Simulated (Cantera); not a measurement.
Mixture: 22.1 % CO, 0.883 % H2, 13.0 % O2, 64.0 % N2, equivalence ratio 0.88, at 500000 Pa, adiabatic and at constant volume. Ignition delay is the time to a rise of 400 K.

Model: GRI-Mech 3.0 (53 species, 325 reactions), integrated in Cantera. The hydrogen kinetics of GRI-Mech 3.0 are dated; newer H2 mechanisms differ, most at raised pressure. Where the delays flatten at high temperature, the 400 K rule measures the pace of heat release, not the induction time.

Q: Predict: delay at 1250 K; delay at 1400 K; delay at 1550 K; delay at 1700 K; delay at 1850 K.

A: 
```json
{
 "delay at 1250 K": "48.2 µs",
 "delay at 1400 K": "23.1 µs",
 "delay at 1550 K": "16.1 µs",
 "delay at 1700 K": "13.4 µs",
 "delay at 1850 K": "12.3 µs"
}
```
